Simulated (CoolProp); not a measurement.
Vapour-liquid equilibrium of propylene (1) + R22 (2) at 0.195 MPa; x and y are mole fractions of (1).

The numbers come from the multi-fluid Helmholtz-energy mixture model, Lemmon 2013 and Kamei 1995; pair parameters Bell 2016 in CoolProp.

Give the bubble temperature and the first vapour's composition at x = 0.2, 0.65, 0.8. Is there an azeotrope?

x = 0.2: -29.0 °C, y = 0.283; x = 0.65: -32.1 °C, y = 0.680; x = 0.8: -32.4 °C, y = 0.804. y crosses x between x = 0.8 and 0.95: the model has an azeotrope there.

The pair parameters rest on a limited set of measurements; away from them the model extrapolates.
